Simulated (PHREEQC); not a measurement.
A PHREEQC speciation (ion-association model, phreeqc.dat) at 25 °C gives pH 1.47 and these molalities:

```
species   mol/kgw
-------  --------
H+         0.0399
HSO4-      0.0200
SO4-2      0.0110
Cu+2      0.00102
CuSO4    0.000481
```

**Question.** What are the element totals, and what could have been dissolved in 1 kg of water to give them?

**Answer.** Several could match; the one computed here: totals Cu(2) 0.00150, S(6) 0.0315 mol/kgw, from 0.0015 mol/kgw CuSO4 and 0.03 mol/kgw H2SO4.

This is a speciation only: nothing precipitates in the calculation. Complexes and solids missing from the database can't appear.
